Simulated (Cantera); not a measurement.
**FeS2 + SO3 + H2O + H2S (roasting and sulfation)**

A closed system holds: 1 mol FeS2, 0.28 mol SO3, 0.1 mol H2O, 0.38 mol H2S, equilibrated at 1300 Pa.

Method: chemical equilibrium by Gibbs-energy minimisation in Cantera with the NASA 1993 tables (ideal gas, pure condensed phases). Candidate condensed phases: Fe, FeO, Fe(OH)2, Fe(OH)3, FeS, FeSO4, FeS2, Fe2O3, Fe2(SO4)3, Fe3O4, H2O, H2SO4, S; 22 gas species. FeS: taken at fixed stoichiometry. Gases not in the tables: S3 to S7. Kinetics and transport are ignored.

```csv
T (°C),x S2,x H2O,x SO2,x H2,x SO,x H2S,x SH,x S2O,n FeS(s),n FeS(l)
925,0.471,0.286,0.186,0.0188,0.000781,0.0332,0.000339,0.00446,1.00,0
975,0.470,0.283,0.186,0.0244,0.00127,0.0300,0.000521,0.00440,1.00,0
1025,0.469,0.278,0.187,0.0308,0.00201,0.0271,0.000771,0.00434,1.00,0
1075,0.468,0.273,0.189,0.0380,0.00305,0.0244,0.00110,0.00429,1.00,0
1125,0.465,0.266,0.190,0.0460,0.00451,0.0221,0.00153,0.00424,1.000,0
1175,0.462,0.258,0.192,0.0545,0.00649,0.0199,0.00208,0.00419,1.000,0
1225,0.459,0.250,0.194,0.0634,0.00911,0.0180,0.00274,0.00414,0,1.000
1275,0.454,0.240,0.196,0.0727,0.0125,0.0162,0.00354,0.00409,0,1.000
1325,0.449,0.231,0.197,0.0822,0.0168,0.0146,0.00448,0.00403,0,1.000
1375,0.444,0.220,0.198,0.0916,0.0221,0.0132,0.00557,0.00397,0,1.000
1425,0.437,0.210,0.198,0.101,0.0286,0.0119,0.00681,0.00389,0,1.000
1475,0.430,0.199,0.198,0.110,0.0364,0.0107,0.00819,0.00381,0,1.000
1525,0.421,0.188,0.197,0.119,0.0455,0.00959,0.00971,0.00371,0,0.999
```
x: gas mole fraction; n: condensed amount in mol.

From 925 °C to 1175 °C the condensed part is FeS(s). From 1225 °C to 1525 °C the condensed part is FeS(l). The main Fe-bearing gas is Fe(OH)2 at 925 °C and Fe at 1525 °C.
